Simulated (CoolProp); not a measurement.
Carbonyl sulfide along the isotherm 346.85 °C: fugacity coefficient from the reference equation and from simpler models built on Tc = 105.6 °C, pc = 6.369 MPa, ω = 0.098; each cubic takes its own stable root.

Model: reference Helmholtz-energy equation of state, Lemmon 2006, in CoolProp. It is a short technical equation, of lower accuracy than the large ones.

| p (MPa) | phase | reference |
|---|---|---|
| 2.12 | gas | 0.9795 |
| 4.25 | gas | 0.9598 |
| 6.37 | supercritical | 0.9411 |
| 8.49 | supercritical | 0.9234 |
| 10.6 | supercritical | 0.9066 |
| 12.7 | supercritical | 0.8909 |
| 14.9 | supercritical | 0.8755 |
| 17 | supercritical | 0.8618 |
| 19.1 | supercritical | 0.8491 |
| 21.2 | supercritical | 0.8375 |
| 23.4 | supercritical | 0.8265 |
| 25.5 | supercritical | 0.8170 |
| 27.6 | supercritical | 0.8086 |
| 29.7 | supercritical | 0.8011 |
| 31.8 | supercritical | 0.7946 |

**Question.** How far does each simpler model (Soave-Redlich-Kwong, Peng-Robinson) lie from the reference over these 15 states: mean and median of the absolute difference, and the worst?

**Answer.** 
- Soave-Redlich-Kwong: mean 2.8 %, median 2.7 %, worst +5.7 % at 346.85 °C and 31.8 MPa
- Peng-Robinson: mean 1.8 %, median 2.1 %, worst -2.2 % at 346.85 °C and 23.4 MPa
